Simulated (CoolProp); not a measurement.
Aqueous potassium formate as a coolant, 40 % by mass, freezing at -35.0 °C, 1 atm.

Values from CoolProp's Melinder's fits for secondary coolants.

| T (°C) | Prandtl number | density (kg/m³) | cp (kJ/(kg K)) | conductivity (W/(m K)) |
|---|---|---|---|---|
| -29.9 | 61.7 | 1280 | 2.788 | 0.459 |
| -23.7 | 45.3 | 1278 | 2.800 | 0.466 |
| -17.6 | 34.5 | 1276 | 2.811 | 0.473 |
| -11.4 | 27.0 | 1274 | 2.822 | 0.480 |
| -5.2 | 21.7 | 1272 | 2.833 | 0.488 |
| 1 | 17.9 | 1270 | 2.844 | 0.495 |
| 7.1 | 15.1 | 1267 | 2.855 | 0.502 |
| 13.3 | 13.0 | 1265 | 2.866 | 0.509 |
| 19.5 | 11.3 | 1262 | 2.877 | 0.516 |
| 25.6 | 9.95 | 1259 | 2.888 | 0.523 |
| 31.8 | 8.83 | 1257 | 2.900 | 0.531 |
| 38 | 7.88 | 1254 | 2.913 | 0.538 |
